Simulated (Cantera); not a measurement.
Cantera run, input and output.

```python
import numpy as np
import cantera as ct

gas = ct.Solution("gri30.yaml", transport_model="mixture-averaged")
show = ['NO', 'H', 'NH3']

rows = []
print(f"{'T/K':>7s}{'rho':>11s}{'cp':>10s}{'mu':>11s}{'lambda':>11s}{'Pr':>7s}" + "".join(f"{'D_' + s:>11s}" for s in show))
for T in [400, 600, 800, 1000, 1200, 1400, 1600]:
    gas.TPX = T, 410, {'C2H6': 0.16, 'NH3': 0.66, 'CH3OH': 0.11}
    Pr = gas.cp_mass * gas.viscosity / gas.thermal_conductivity
    D = [gas.mix_diff_coeffs_mole[gas.species_index(s)] for s in show]
    rows.append([gas.density, gas.cp_mass, gas.viscosity, gas.thermal_conductivity, Pr, *D])
    print(f"{T:7g}{gas.density:11.4e}{gas.cp_mass:10.1f}{gas.viscosity:11.4e}"
          f"{gas.thermal_conductivity:11.4e}{Pr:7.3f}" + "".join(f"{d:11.4e}" for d in D))
print("SI units: kg/m3, J/kg/K, Pa s, W/m/K, m2/s")
```

Output:

```
    T/K        rho        cp         mu     lambda     Pr       D_NO        D_H      D_NH3
    400 2.5950e-03    2124.3 1.3526e-05 4.0410e-02  0.711 8.1430e-03 4.5707e-02 6.4100e-03
    600 1.7300e-03    2637.3 2.0049e-05 7.2939e-02  0.725 1.6981e-02 9.6597e-02 1.4119e-02
    800 1.2975e-03    3058.8 2.6063e-05 1.0917e-01  0.730 2.8137e-02 1.6124e-01 2.4210e-02
   1000 1.0380e-03    3412.4 3.1577e-05 1.4660e-01  0.735 4.1332e-02 2.3792e-01 3.6359e-02
   1200 8.6500e-04    3694.4 3.6659e-05 1.8396e-01  0.736 5.6385e-02 3.2550e-01 5.0345e-02
   1400 7.4143e-04    3925.5 4.1381e-05 2.2056e-01  0.736 7.3167e-02 4.2317e-01 6.6011e-02
   1600 6.4875e-04    4113.5 4.5803e-05 2.5603e-01  0.736 9.1579e-02 5.3035e-01 8.3244e-02
SI units: kg/m3, J/kg/K, Pa s, W/m/K, m2/s
```

Model: GRI-Mech 3.0 (53 species, 325 reactions), integrated in Cantera. Polar gases are described roughly by these parameters. The composition is frozen, though it would react at the higher temperatures.
